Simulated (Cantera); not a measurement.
Charge: 1 mol Si, 4.2 mol CO2, 1.6 mol H2, held at 2025 K and 1.00 bar.

Method: chemical equilibrium by Gibbs-energy minimisation in Cantera with the NASA 1993 tables (ideal gas, pure condensed phases). Candidate condensed phases: C, C6H6, C7H8, C8H18, H2O, Si, SiC, SiO2; 123 gas species. The tables hold silica as quartz up to 1696 K and as liquid above; real silica turns to tridymite and cristobalite and melts near 1996 K. Gases not in the tables: Si(OH)4. The numbers say what is thermodynamically allowed, not how fast it happens.

Base state: CO 0.522, CO2 0.202, H2O 0.177, H2 0.0981, H 0.000603, OH 0.000114, SiO 5.86e-5 (mole fractions); condensed: SiO2(l).

Task: What changes in the equilibrium state with this change: CO2 from 4.2 to 2.1 mol?

Result: 
| species | before | after |
|---|---|---|
| CO | 0.522 | 0.560 |
| H2 | 0.0981 | 0.408 |
| H2O | 0.177 | 0.0223 |
| CO2 | 0.202 | 0.00655 |
| SiO | 5.86e-5 | 0.00194 |
| OH | 0.000114 | 7.03e-6 |
| H | 0.000603 | 0.00123 |
| SiO2(l), mol | 1.000 | 0.993 |

Task: What changes in the equilibrium state with this change: temperature from 2025 K to 950 K?

Result: 
| species | before | after |
|---|---|---|
| CO | 0.522 | 0.416 |
| CO2 | 0.202 | 0.310 |
| H2 | 0.0981 | 0.189 |
| H2O | 0.177 | 0.0787 |
| SiO | 5.86e-5 | <1e-9 |
| CH4 | <1e-9 | 0.00559 |
| H | 0.000603 | <1e-9 |
| OH | 0.000114 | <1e-9 |
| SiO2(l), mol | 1.000 | 0 |
| SiO2(β-quartz), mol | 0 | 1.00 |
